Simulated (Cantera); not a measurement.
Charge: 1 mol SiO₂, 0.35 mol Al₂O₃, 7.8 mol O₂, equilibrated at 1102 °C and 1.00 Torr.

These are equilibrium values from Cantera (NASA tables, ideal gas, pure condensed phases), not measurements of a reactor. Candidate condensed phases: Al, Al₂O₃, Al₂SiO₅, Al₆Si₂O₁₃, Si, SiO₂; 14 gas species. Mutual solubility and eutectic melting of coexisting phases are not modelled. The tables hold silica as quartz up to 1696 K and as liquid above; real silica turns to tridymite and cristobalite and melts near 1996 K. Condensed phases not in the tables: alloys, solid solutions and most ternary compounds. Kinetics and transport are ignored.

Base state: O₂ 1.000, O 1.74e-5 (mole fractions); condensed: Al₆Si₂O₁₃(mullite) + SiO₂(β-quartz).

Q: What changes in the equilibrium state with this change: 0.2 mol NH₃ added?

A: 
```json
[
 {"species": "O₂", "before": "1.000", "after": "0.950"},
 {"species": "H₂O", "before": "0", "after": "0.0372"},
 {"species": "N₂", "before": "0", "after": "0.0123"},
 {"species": "NO", "before": "0", "after": "0.000167"},
 {"species": "OH", "before": "0", "after": "0.000111"},
 {"species": "O", "before": "1.74e-5", "after": "1.70e-5"},
 {"species": "Al₆Si₂O₁₃(mullite), mol", "before": "0.117", "after": "0.117"},
 {"species": "SiO₂(β-quartz), mol", "before": "0.767", "after": "0.767"}
]
```
Further candidate phases: AlN, H₂O, Si₂N₂O, Si₃N₄.
